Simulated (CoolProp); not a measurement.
2000 sccm (0 °C, 1 atm) of nitrogen bubbles through liquid toluene at 286.4 K and leaves saturated at a total pressure of 0.0559 MPa (ideal gas phase). Each further row changes one setting.

Model: reference Helmholtz-energy equation of state, Lemmon 2006, in CoolProp. It is a short technical equation, of lower accuracy than the large ones.

| case | vapour pressure (kPa) | mole fraction of vapour | delivery (mg/min) | delivery (sccm) | change of delivery for a bath 1 K warmer (%) |
|---|---|---|---|---|---|
| as stated | 2.01 | [?] | [?] | 74.6 | [?] |
| bath temperature 291.4 K | 2.65 | [?] | [?] | [?] | 5.9 |
| total pressure 0.112 MPa | 2.01 | [?] | 150 | 36.5 | 5.9 |

**Question.** Some entries are withheld; supply them.

**Answer.** 
- as stated, mole fraction of vapour: 0.0359
- as stated, delivery (mg/min): 307
- as stated, change of delivery for a bath 1 K warmer (%): 6.1
- bath temperature 291.4 K, mole fraction of vapour: 0.0475
- bath temperature 291.4 K, delivery (mg/min): 410
- bath temperature 291.4 K, delivery (sccm): 99.7
- total pressure 0.112 MPa, mole fraction of vapour: 0.0179
